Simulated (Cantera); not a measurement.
Input: 1 mol C2H6, 0.13 mol H2O, 17 mol N2, equilibrated at 698.15 K and 0.200 bar.

Method: chemical equilibrium by Gibbs-energy minimisation in Cantera with the NASA 1993 tables (ideal gas, pure condensed phases). Candidate condensed phases: C, C6H6, C7H8, C8H18, H2O; 136 gas species. Kinetics and transport are ignored.

Base state: N2 0.862, H2 0.110, CH4 0.0215, H2O 0.00552, CO 0.000550, CO2 0.000264, NH3 6.52e-5 (mole fractions); condensed: C(graphite).

Question: What changes in the equilibrium state with this change: pressure from 0.200 bar to 15.0 Pa?

Answer: 
```tsv
species	before	after
N2	0.862	0.839
H2	0.110	0.154
CO	0.000550	0.00630
CH4	0.0215	3.16e-5
NH3	6.52e-5	8.00e-8
H2O	0.00552	6.64e-5
CO2	0.000264	2.60e-5
C(graphite), mol	1.56	1.87
```
